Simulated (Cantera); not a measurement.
Input: 1 mol HMDSO, 0.31 mol H₂O, 46 mol H₂, held at 1475 K and 13.3 mbar.

Method: chemical equilibrium by Gibbs-energy minimisation in Cantera with the NASA 1993 tables (ideal gas, pure condensed phases). Candidate condensed phases: C, C₆H₆, C₇H₈, C₈H₁₈, H₂O, Si, SiC, SiO₂; 123 gas species. The feed counts by its element totals alone. Kinetics and transport are ignored.

Base state: H₂ 0.977, CO 0.0231, H 0.000111, SiO 4.07e-5, CH₄ 3.70e-5 (mole fractions); condensed: C(graphite) + SiC(s).

Question: What changes in the equilibrium state with this change: HMDSO replaced by SiH₄?

Answer: 
```tsv
species	before	after
H₂	0.977	0.994
SiO	4.07e-5	0.00637
H	0.000111	0.000112
CO	0.0231	0
CH₄	3.70e-5	0
C(graphite), mol	2.69	0
SiC(s), mol	2.00	0
Si(s), mol	0	0.690
```
